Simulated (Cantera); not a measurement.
Nitride etching: BN + H₂O

A closed system holds: 1 mol BN, 0.2 mol H₂O, equilibrated at 133 Pa.

Method: chemical equilibrium by Gibbs-energy minimisation in Cantera with the NASA 1993 tables (ideal gas, pure condensed phases). Candidate condensed phases: B, BN, B₂O₃, B₃O₃H₃, H₂O; 39 gas species. Mutual solubility and eutectic melting of coexisting phases are not modelled. The tables' values for BH₂ are old estimates; treat these amounts as uncertain. Equilibrium is a limit: real reactors are often held back by kinetics, nucleation or transport.

```json
[
 {"T (°C)": "852", "log p H₂": "-3.00", "log p N₂": "-3.48", "log p B₂O₂": "-11.72", "log p HBO": "-8.10", "log p B₂O₃": "-9.18", "log p BO": "-12.24", "log p HBO₂": "-6.67", "log p H": "-8.85", "n BN(s)": "0.867", "n B₂O₃(l)": "0.0666"},
 {"T (°C)": "927", "log p H₂": "-3.00", "log p N₂": "-3.48", "log p B₂O₂": "-10.19", "log p HBO": "-7.25", "log p B₂O₃": "-8.04", "log p BO": "-10.82", "log p HBO₂": "-6.18", "log p H": "-8.21", "n BN(s)": "0.867", "n B₂O₃(l)": "0.0665"},
 {"T (°C)": "1002", "log p H₂": "-3.00", "log p N₂": "-3.48", "log p B₂O₂": "-8.84", "log p HBO": "-6.51", "log p B₂O₃": "-7.04", "log p BO": "-9.57", "log p HBO₂": "-5.76", "log p H": "-7.63", "n BN(s)": "0.867", "n B₂O₃(l)": "0.0664"},
 {"T (°C)": "1077", "log p H₂": "-3.00", "log p N₂": "-3.48", "log p B₂O₂": "-7.64", "log p HBO": "-5.86", "log p B₂O₃": "-6.15", "log p BO": "-8.46", "log p HBO₂": "-5.38", "log p H": "-7.12", "n BN(s)": "0.867", "n B₂O₃(l)": "0.0658"},
 {"T (°C)": "1152", "log p H₂": "-3.01", "log p N₂": "-3.48", "log p B₂O₂": "-6.57", "log p HBO": "-5.27", "log p B₂O₃": "-5.37", "log p BO": "-7.47", "log p HBO₂": "-5.05", "log p H": "-6.67", "n BN(s)": "0.867", "n B₂O₃(l)": "0.0642"},
 {"T (°C)": "1227", "log p H₂": "-3.02", "log p N₂": "-3.49", "log p B₂O₂": "-5.61", "log p HBO": "-4.75", "log p B₂O₃": "-4.66", "log p BO": "-6.58", "log p HBO₂": "-4.76", "log p H": "-6.27", "n BN(s)": "0.866", "n B₂O₃(l)": "0.0582"},
 {"T (°C)": "1302", "log p H₂": "-3.08", "log p N₂": "-3.52", "log p B₂O₂": "-4.74", "log p HBO": "-4.30", "log p B₂O₃": "-4.03", "log p BO": "-5.77", "log p HBO₂": "-4.53", "log p H": "-5.92", "n BN(s)": "0.862", "n B₂O₃(l)": "0.0342"},
 {"T (°C)": "1377", "log p H₂": "-3.16", "log p N₂": "-3.54", "log p B₂O₂": "-4.18", "log p HBO": "-4.03", "log p B₂O₃": "-3.81", "log p BO": "-5.16", "log p HBO₂": "-4.56", "log p H": "-5.62", "n BN(s)": "0.849", "n B₂O₃(l)": "0"},
 {"T (°C)": "1452", "log p H₂": "-3.19", "log p N₂": "-3.52", "log p B₂O₂": "-3.94", "log p HBO": "-3.89", "log p B₂O₃": "-3.98", "log p BO": "-4.74", "log p HBO₂": "-4.82", "log p H": "-5.33", "n BN(s)": "0.833", "n B₂O₃(l)": "0"},
 {"T (°C)": "1527", "log p H₂": "-3.22", "log p N₂": "-3.51", "log p B₂O₂": "-3.81", "log p HBO": "-3.81", "log p B₂O₃": "-4.27", "log p BO": "-4.39", "log p HBO₂": "-5.15", "log p H": "-5.06", "n BN(s)": "0.818", "n B₂O₃(l)": "0"},
 {"T (°C)": "1602", "log p H₂": "-3.25", "log p N₂": "-3.50", "log p B₂O₂": "-3.77", "log p HBO": "-3.77", "log p B₂O₃": "-4.67", "log p BO": "-4.11", "log p HBO₂": "-5.54", "log p H": "-4.81", "n BN(s)": "0.807", "n B₂O₃(l)": "0"},
 {"T (°C)": "1677", "log p H₂": "-3.27", "log p N₂": "-3.51", "log p B₂O₂": "-3.81", "log p HBO": "-3.77", "log p B₂O₃": "-5.15", "log p BO": "-3.90", "log p HBO₂": "-5.97", "log p H": "-4.58", "n BN(s)": "0.802", "n B₂O₃(l)": "0"}
]
```
log p: log10 of the partial pressure in bar; n: condensed amount in mol.

From 852 °C to 1302 °C the condensed part is BN(s) + B₂O₃(l). From 1377 °C to 1677 °C the condensed part is BN(s). The main B-bearing gas is HBO₂ at 852 °C and B₂O₂ at 1677 °C.
